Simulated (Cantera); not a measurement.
A closed system holds: 1 mol SiH4, a varied amount of H2, equilibrated at 0.00450 bar.

These are equilibrium values from Cantera (NASA tables, ideal gas, pure condensed phases), not measurements of a reactor. Candidate condensed phases: Si; 9 gas species. Kinetics and transport are ignored.

Question: What condenses at these points (T in °C, n(H2) in mol): (1700, 5.4); (1700, 8.4); (1400, 5.4); (2300, 120); (2000, 180)?

Answer: 
```
T (°C)  n(H2) in mol  condensed phases  Si condensed (%)
------  ------------  ----------------  ----------------
1700             5.4                Si              94.3
1700             8.4                Si              91.9
1400             5.4                Si              99.9
2300             120          gas only               0.0
2000             180          gas only               0.0
```
